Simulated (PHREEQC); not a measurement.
## Acid mine or pickling water: speciation

A made-up water analysis in mg/kgw, 25 °C, pH 3.48, pe 8.7:

| constituent | mg/kgw |
|---|---|
| Na | 13.5 |
| K | 14.3 |
| Ca | 80.5 |
| Mg | 4.37 |
| Cl | 49.3 |
| S(6) as SO4 | 219 |
| Ni | 0.499 |
| F | 2.26 |

Cl is adjusted to close the charge balance.
Valence states are taken as typed.

Equilibrium calculation in PHREEQC: ion-association model, wateq4f.dat.

Each row changes one thing in this solution. This is a speciation only: nothing precipitates in the calculation.

```json
[
 {"case": "as made", "ionic strength (mol/kgw)": "0.00879", "SO4-2 (mol/kgw)": "0.00189", "Ca+2 (mol/kgw)": "0.00171", "CaSO4 (mol/kgw)": "0.000301", "Mg+2 (mol/kgw)": "0.000148", "F- (mol/kgw)": "8.11e-5", "SI of Fluorite (CaF2)": "-0.60", "SI of Gypsum (CaSO4:2H2O)": "-1.24"},
 {"case": "all concentrations times 3 at the same typed pH", "ionic strength (mol/kgw)": "0.0232", "SO4-2 (mol/kgw)": "0.00506", "Ca+2 (mol/kgw)": "0.00456", "CaSO4 (mol/kgw)": "___", "Mg+2 (mol/kgw)": "0.000387", "F- (mol/kgw)": "___", "SI of Fluorite (CaF2)": "___", "SI of Gypsum (CaSO4:2H2O)": "-0.55"},
 {"case": "F from 2.26 to 4.52 mg/kgw", "ionic strength (mol/kgw)": "0.00879", "SO4-2 (mol/kgw)": "0.00189", "Ca+2 (mol/kgw)": "0.00171", "CaSO4 (mol/kgw)": "0.000301", "Mg+2 (mol/kgw)": "0.000148", "F- (mol/kgw)": "___", "SI of Fluorite (CaF2)": "___", "SI of Gypsum (CaSO4:2H2O)": "-1.24"}
]
```

Q: What belongs in the gaps?

A: 
- all concentrations times 3 at the same typed pH, CaSO4 (mol/kgw): 0.00147
- all concentrations times 3 at the same typed pH, F- (mol/kgw): 0.000244
- all concentrations times 3 at the same typed pH, SI of Fluorite (CaF2): +0.66
- F from 2.26 to 4.52 mg/kgw, F- (mol/kgw): 0.000162
- F from 2.26 to 4.52 mg/kgw, SI of Fluorite (CaF2): +0.00

Species that the database lacks are ignored. Some of these states are supersaturated (in Fluorite, for instance).
